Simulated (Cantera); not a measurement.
A closed system holds: 1 mol CH2F2, 0.054 mol F2, 0.76 mol H2, equilibrated at 1577 °C and 10.0 Torr.

These are equilibrium values from Cantera (NASA tables, ideal gas, pure condensed phases), not measurements of a reactor. Candidate condensed phases: C, C6H6, C7H8, C8H18; 95 gas species. Kinetics and transport are ignored.

Base state: HF 0.748, H2 0.249, H 0.00233, C2H2 (acetylene) 6.52e-5 (mole fractions); condensed: C(graphite).

Task: What changes in the equilibrium state with this change: pressure from 10.0 Torr to 28.5 Torr?

Result: 
```csv
species,before,after
HF,0.748,0.749
H2,0.249,0.250
H,0.00233,0.00138
C2H2 (acetylene),6.52e-5,6.54e-5
"C(graphite), mol",1.000,1.000
```

Task: What changes in the equilibrium state with this change: F2 from 0.054 to 1.6 mol?

Result: 
| species | before | after |
|---|---|---|
| HF | 0.748 | 0.887 |
| CF4 | <1e-9 | 0.101 |
| CF2 | 1.48e-9 | 0.00797 |
| H2 | 0.249 | 6.49e-8 |
| CF3 | <1e-9 | 0.000509 |
| C2H2 (acetylene) | 6.52e-5 | <1e-9 |
| F | 1.49e-6 | 0.00346 |
| C(graphite), mol | 1.000 | 0.567 |
Gases not in the tables: C2F6 and larger saturated fluorocarbons.

Task: What changes in the equilibrium state with this change: CH2F2 replaced by c-C4F8?

Result: 
```json
[
 {"species": "CF4", "before": "<1e-9", "after": "0.502"},
 {"species": "HF", "before": "0.748", "after": "0.474"},
 {"species": "CF2", "before": "1.48e-9", "after": "0.0178"},
 {"species": "H2", "before": "0.249", "after": "8.29e-9"},
 {"species": "CF3", "before": "<1e-9", "after": "0.00170"},
 {"species": "C2H2 (acetylene)", "before": "6.52e-5", "after": "<1e-9"},
 {"species": "H", "before": "0.00233", "after": "4.25e-7"},
 {"species": "CF", "before": "3.09e-9", "after": "1.07e-5"},
 {"species": "F", "before": "1.49e-6", "after": "0.00517"},
 {"species": "C(graphite), mol", "before": "1.000", "after": "2.33"}
]
```
The feed counts by its element totals alone. Gases not in the tables: C2F6 and larger saturated fluorocarbons.
